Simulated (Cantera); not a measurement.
A closed system holds: 1 mol SiCl4, 1.6 mol Cl2, 1.1 mol H2, held at 973.15 K and 9.40 bar.

Cantera equilibrium calculation (NASA polynomials, part measured and part estimated; ideal gas, pure solids and liquids). Candidate condensed phases: Si; 19 gas species. Kinetics and transport are ignored.

**Question.** What is the equilibrium state?

**Answer.** 
```
Property                             Result
--------------------------------  ---------
x(HCl)                                0.595
x(SiCl4)                              0.270
x(Cl2)                                0.135
x(Cl)                               3.08e-5
gas amount                        3.700 mol
log10 activity of Si(s) (absent)     -28.48
```
